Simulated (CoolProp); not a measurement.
The fluid at 442.4 K and 0.131 MPa (gas) is heated at constant pressure to 461.8 K. The same conditions are run with several fluids, on thermodynamics alone (safety and materials aside).

Values from CoolProp's reference Helmholtz-energy equation of state of each fluid (oxygen: Schmidt 1985; R227EA: Lemmon 2016; hydrogen chloride: Thol 2018; methanol: de Reuck 1993).

### Question
Rank oxygen, R227EA, hydrogen chloride, methanol by heat (kJ/kg), highest first.

### Answer
methanol (34.8), R227EA (19.6), oxygen (18.6), hydrogen chloride (15.6)

```csv
fluid,final density (kg/m³)
oxygen,1.09
R227EA,5.84
hydrogen chloride,1.25
methanol,1.10
```

Above 300 K oxygen's equation is extrapolated.
